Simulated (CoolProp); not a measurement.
Model: reference Helmholtz-energy equation of state, Jacobsen 1992, in CoolProp.

Question: For R11, give the phase and the cv (kJ/(kg K)), speed of sound (m/s), Joule-Thomson coefficient (K/MPa), expansivity (1/kK) at 353.9 K and 1950 kPa; 248.7 K and 8590 kPa; 282.7 K and 4580 kPa.

Answer: 
- 353.9 K and 1950 kPa: liquid; cv 0.620, speed of sound 564, Joule-Thomson coefficient -0.204, expansivity 2.10
- 248.7 K and 8590 kPa: liquid; cv 0.576, speed of sound 954, Joule-Thomson coefficient -0.508, expansivity 1.29
- 282.7 K and 4580 kPa: liquid; cv 0.591, speed of sound 812, Joule-Thomson coefficient -0.450, expansivity 1.45
